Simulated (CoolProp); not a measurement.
Methanol along the isobar 0.963 MPa: density (kg/m³) from the reference equation and from simpler models built on Tc = 240.2 °C, pc = 8.216 MPa, ω = 0.565; each cubic takes its own stable root.

Values from CoolProp's reference Helmholtz-energy equation of state, de Reuck 1993.

```csv
T (°C),phase,reference,van der Waals,Redlich-Kwong,Soave-Redlich-Kwong,Peng-Robinson
89.45,liquid,723.6,11.19,507.2,553.2,625.1
106.35,liquid,704.6,10.58,10.88,535.5,605.7
123.15,liquid,683.9,10.05,10.28,515.6,583.9
140.05,gas,10.49,9.571,9.746,9.918,9.975
156.85,gas,9.605,9.140,9.276,9.396,9.448
173.75,gas,9.017,8.748,8.854,8.934,8.982
190.55,gas,8.552,8.392,8.474,8.525,8.570
207.45,gas,8.155,8.063,8.128,8.157,8.198
224.25,gas,7.811,7.763,7.813,7.826,7.863
241.15,gas,7.503,7.483,7.523,7.522,7.557
```

At some of these states van der Waals, Redlich-Kwong gives the other phase, because its saturation line lies elsewhere.
